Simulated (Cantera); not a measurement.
Input: 1 mol CH₃SiH₃, 0.011 mol C₃H₈, 37 mol H₂, held at 1400 K and 81000 Pa.

These are equilibrium values from Cantera (NASA tables, ideal gas, pure condensed phases), not measurements of a reactor. Candidate condensed phases: C, C₆H₆, C₇H₈, C₈H₁₈, Si, SiC; 87 gas species. The feed counts by its element totals alone. The numbers say what is thermodynamically allowed, not how fast it happens.

Problem. What is the equilibrium state?

Solution. 
```
Quantity                                   Result
--------------------------------------  ---------
x(H₂)                                       0.999
x(CH₄)                                   0.000824
x(H)                                      5.40e-6
n(SiC(s))                               1.000 mol
gas amount                              40.01 mol
log10 activity of C(graphite) (absent)      -0.63
log10 activity of Si(s) (absent)            -1.69
```
